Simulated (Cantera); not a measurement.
Reactions in the system Ba-H-O

Cantera with NASA thermochemical tables; ideal gases at 1 bar, condensed phases pure. Values are per mole of reaction as written; species without (g) are pure solids or liquids, kept so even where they would boil at 1 bar.

H2(g) + O(g) + BaO ⇌ Ba(OH)2

```tsv
T (K)	ΔH° (kJ)	ΔS° (J/K)	ΔG° (kJ)	log10 K
698	-624.3	-219.9	-470.8	35.23
723	-623.4	-218.6	-465.4	33.62
748	-622.5	-217.4	-459.9	32.12
773	-621.6	-216.2	-454.5	30.71
798	-620.8	-215.1	-449.1	29.40
```
